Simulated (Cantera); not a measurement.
A perfectly stirred reactor is fed with CH4 : O2 : N2 = 1 : 2.82 : 10.6 (molar parts), equivalence ratio 0.71, at 18.0 bar; it is adiabatic with a 323 K inlet, and is followed from long to short residence time, starting on the burning branch (τ in s: 0.081, 0.03, 0.011, 0.0039, 0.0014, 0.00053, 0.00019, 7e-05, 2.5e-05).

Model: GRI-Mech 3.0 (53 species, 325 reactions), integrated in Cantera. The pressure lies above the range GRI-Mech 3.0 was tuned for (to about 10 atm).

### Question
What does this change do: O2 2.82 to 1.8 parts?

### Answer
| quantity | before | after |
|---|---|---|
| blow-out, bracketed by the residence times tried | burning at 0.190 ms, out at 70.0 µs | burning at 1.40 ms, out at 0.530 ms |
| x(CH4) at τ = 81.0 ms | 2.72e-6 | 0.00115 |
| x(O2) at τ = 81.0 ms | 0.0568 | 0.000515 |
| x(O) at τ = 81.0 ms | 1.55e-5 | 1.01e-7 |
| x(C2H4) at τ = 81.0 ms | 3.93e-10 | 1.20e-5 |
| x(CH2) at τ = 81.0 ms | 5.09e-9 | 3.85e-8 |
| x(CH4) at τ = 1.40 ms | 8.35e-5 | 0.00337 |
| x(O2) at τ = 1.40 ms | 0.0575 | 0.00990 |
| x(O) at τ = 1.40 ms | 5.05e-5 | 3.55e-6 |
| x(C2H4) at τ = 1.40 ms | 2.58e-7 | 0.000276 |
| x(CH2) at τ = 1.40 ms | 2.60e-7 | 3.84e-7 |
